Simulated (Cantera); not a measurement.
## Equilibrium for silicon nitride deposition: Si2Cl6 + NH3 + H2 + N2

Feed: 1 mol Si2Cl6, 1.1 mol NH3, 2.2 mol H2, 1.2 mol N2, at 2050 K and 0.000180 bar.

Method: chemical equilibrium by Gibbs-energy minimisation in Cantera with the NASA 1993 tables (ideal gas, pure condensed phases). Candidate condensed phases: NH4Cl, Si, Si3N4; 28 gas species. The feed counts by its element totals alone. The tables' values for SiCl, SiCl3, SiN are old estimates; treat these amounts as uncertain. Equilibrium is a limit: real reactors are often held back by kinetics, nucleation or transport.

x(HCl): 0.269
x(H2): 0.209
x(N2): 0.173
x(SiCl2): 0.120
x(H): 0.0772
x(Cl): 0.0737
x(Si): 0.0656
x(SiCl): 0.0122
x(SiH): 0.000243
gas amount: 10.09 mol
log10 activity of Si(l) (absent): -0.82
